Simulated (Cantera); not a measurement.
Feed: 1 mol Si3N4, 2.1 mol CO2, 30 mol N2, held at 1.33 mbar.

Method: chemical equilibrium by Gibbs-energy minimisation in Cantera with the NASA 1993 tables (ideal gas, pure condensed phases). Candidate condensed phases: C, Si, SiC, SiO2, Si2N2O, Si3N4; 34 gas species. Mutual solubility and eutectic melting of coexisting phases are not modelled. The tables' values for SiN are old estimates; treat these amounts as uncertain. The tables hold silica as quartz up to 1696 K and as liquid above; real silica turns to tridymite and cristobalite and melts near 1996 K. Rates play no part.

log p: log10 of the partial pressure in bar; n: condensed amount in mol.

| T (K) | log p N2 | log p SiO | log p CO | log p Si | log p Si2C | n SiO2(β-quartz) | n Si2N2O(s) | n SiC(s) |
|---|---|---|---|---|---|---|---|---|
| 1123 | -2.90 | -10.59 | -4.07 | <-14 | <-14 | 0.400 | 1.30 | 0 |
| 1223 | -2.90 | -8.66 | -4.07 | <-14 | <-14 | 0.400 | 1.30 | 0 |
| 1323 | -2.90 | -7.03 | -4.07 | -14.35 | <-14 | 0.399 | 1.30 | 0 |
| 1423 | -2.90 | -5.63 | -4.07 | -12.22 | <-14 | 0.381 | 1.28 | 0 |
| 1523 | -2.92 | -4.42 | -4.09 | -10.37 | <-14 | 0.0736 | 0.974 | 0 |
| 1623 | -2.92 | -4.33 | -4.09 | -7.77 | [?] | 0 | 0.900 | 0 |
| 1723 | -2.93 | -4.03 | -4.22 | -6.51 | [?] | 0 | 0 | 0.446 |
| 1823 | -2.93 | -4.03 | -4.21 | -5.73 | [?] | 0 | 0 | 0.422 |
| 1923 | -2.93 | -4.05 | -4.19 | -5.04 | [?] | 0 | 0 | 0.313 |
| 2023 | -2.94 | -4.12 | -4.13 | -4.53 | [?] | 0 | 0 | 0 |

What belongs in the gaps?


- 1623, log p Si2C: -10.51
- 1723, log p Si2C: -8.67
- 1823, log p Si2C: -7.65
- 1923, log p Si2C: -6.75
- 2023, log p Si2C: -6.19
